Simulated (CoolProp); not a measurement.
Properties of propylene along the isobar 3.43 MPa.

Computed with CoolProp (reference Helmholtz-energy equation of state, Lemmon 2013).

```json
[
 {"T (°C)": "79.75", "phase": "gas", "density (kg/m³)": "?"},
 {"T (°C)": "98.25", "phase": "gas", "density (kg/m³)": "67.13"},
 {"T (°C)": "116.75", "phase": "gas", "density (kg/m³)": "58.75"},
 {"T (°C)": "135.25", "phase": "gas", "density (kg/m³)": "?"},
 {"T (°C)": "153.75", "phase": "gas", "density (kg/m³)": "48.79"},
 {"T (°C)": "172.25", "phase": "gas", "density (kg/m³)": "45.37"},
 {"T (°C)": "190.85", "phase": "gas", "density (kg/m³)": "42.53"},
 {"T (°C)": "209.35", "phase": "gas", "density (kg/m³)": "40.13"},
 {"T (°C)": "227.85", "phase": "gas", "density (kg/m³)": "38.04"},
 {"T (°C)": "246.35", "phase": "gas", "density (kg/m³)": "36.21"},
 {"T (°C)": "264.85", "phase": "gas", "density (kg/m³)": "34.58"},
 {"T (°C)": "283.35", "phase": "gas", "density (kg/m³)": "33.12"},
 {"T (°C)": "301.85", "phase": "gas", "density (kg/m³)": "?"}
]
```

### Question
Complete the blanks.

### Answer

- 79.75, density (kg/m³): 83.40
- 135.25, density (kg/m³): 53.07
- 301.85, density (kg/m³): 31.79
